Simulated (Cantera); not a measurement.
A perfectly stirred reactor is fed with 0.921 % H2, 99.1 % O2, equivalence ratio 0.0046, at 2670 Pa; it is held at 1325 K, and followed from long to short residence time.

Detailed kinetics in Cantera: the H2/O2 subset of GRI-Mech 3.0, which has no nitrogen chemistry. Radical loss at walls, strong at low pressure, is not modelled.

Predict: x(H2) at τ = 1.10 s; x(O2) at τ = 1.10 s; x(OH) at τ = 1.10 s; x(HO2) at τ = 1.10 s; x(H) at τ = 1.10 s; x(H2) at τ = 34.0 ms; x(O2) at τ = 34.0 ms; x(OH) at τ = 34.0 ms; x(HO2) at τ = 34.0 ms; x(H) at τ = 34.0 ms.


```
Quantity                 Result
---------------------  --------
x(H2) at τ = 1.10 s     1.95e-5
x(O2) at τ = 1.10 s       0.989
x(OH) at τ = 1.10 s    0.000427
x(HO2) at τ = 1.10 s    3.81e-7
x(H) at τ = 1.10 s      1.85e-5
x(H2) at τ = 34.0 ms   0.000158
x(O2) at τ = 34.0 ms      0.984
x(OH) at τ = 34.0 ms   0.000996
x(HO2) at τ = 34.0 ms   9.53e-7
x(H) at τ = 34.0 ms    0.000197
```
